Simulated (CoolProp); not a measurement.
The fluid at 294.07 K and 5.65 MPa flows at 0.34 m/s in a round tube of 10 mm bore and 1.5 µm roughness, fully developed (64/Re and Nu = 3.66 if laminar; Colebrook and Gnielinski if turbulent). The same conditions are run with several fluids, on thermodynamics alone (safety and materials aside).

Model: reference Helmholtz-energy equation of state of each fluid (oxygen: Schmidt 1985; C2F6 (R116): Lemmon 2006; dry air: Lemmon 2000; normal hydrogen: Leachman 2009; nitrogen: Span 2000), in CoolProp. Blends and air are pseudo-pure fits.

| fluid | Reynolds number | Darcy friction factor | pressure drop (Pa/m) | heat-transfer coefficient (W/(m² K)) | mass flow (kg/h) |
|---|---|---|---|---|---|
| oxygen | 12000 | 0.0297 | 13.1 | 103 | 7.36 |
| C2F6 (R116) | 38900 | 0.0226 | 140 | 793 | 103 |
| dry air | 11900 | 0.0297 | 11.6 | 99.8 | 6.51 |
| normal hydrogen | 1730 | 0.0371 | 0.965 | 69.4 | 0.433 |
| nitrogen | 11900 | 0.0298 | 11.2 | 99.1 | 6.26 |

Transport values come from each fluid's own correlations; those of C2F6 (R116) are estimates that may be off by 10 % or more.
